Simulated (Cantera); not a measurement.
# Equilibrium for tantalum, niobium, vanadium and zirconium in process gases: Nb + H2O

Input: 1 mol Nb, 0.044 mol H2O, held at 1.50 mbar.

Cantera equilibrium calculation (NASA polynomials, part measured and part estimated; ideal gas, pure solids and liquids). Candidate condensed phases: H2O, Nb, NbO, NbO2, Nb2O5; 12 gas species. Mutual solubility and eutectic melting of coexisting phases are not modelled. NbO: taken at fixed stoichiometry. Condensed phases not in the tables: N, O or C dissolved in the metal. Equilibrium is a limit: real reactors are often held back by kinetics, nucleation or transport.

From 1398 K to 2198 K the condensed part is Nb(s) + NbO(s). At 2298 K the condensed part is Nb(s) + NbO(l).

| T (K) | log p H2 | log p H | log p NbO2 | log p NbO | log p H2O | log p OH | log p O | n Nb(s) | n NbO(s) | n NbO(l) |
|---|---|---|---|---|---|---|---|---|---|---|
| 1398 | -2.82 | -6.74 | -13.17 | -13.52 | -7.46 | -13.07 | <-14 | 0.956 | 0.0440 | 0 |
| 1498 | -2.82 | -6.18 | -11.63 | -12.02 | -7.05 | -11.95 | <-14 | 0.956 | 0.0440 | 0 |
| 1598 | -2.82 | -5.69 | -10.28 | -10.71 | -6.70 | -10.97 | -13.91 | 0.956 | 0.0440 | 0 |
| 1698 | -2.83 | -5.25 | -9.10 | -9.56 | -6.39 | -10.10 | -12.63 | 0.956 | 0.0440 | 0 |
| 1798 | -2.83 | -4.87 | -8.06 | -8.54 | -6.12 | -9.34 | -11.49 | 0.956 | 0.0440 | 0 |
| 1898 | -2.83 | -4.52 | -7.13 | -7.63 | -5.88 | -8.65 | -10.47 | 0.956 | 0.0440 | 0 |
| 1998 | -2.84 | -4.22 | -6.30 | -6.82 | -5.67 | -8.04 | -9.55 | 0.956 | 0.0439 | 0 |
| 2098 | -2.86 | -3.94 | -5.55 | -6.09 | -5.49 | -7.50 | -8.73 | 0.956 | 0.0437 | 0 |
| 2198 | -2.89 | -3.70 | -4.87 | -5.42 | -5.35 | -7.01 | -7.98 | 0.957 | 0.0429 | 0 |
| 2298 | -2.95 | -3.49 | -4.41 | -4.89 | -5.32 | -6.66 | -7.37 | 0.958 | 0 | 0.0407 |
log p: log10 of the partial pressure in bar; n: condensed amount in mol.
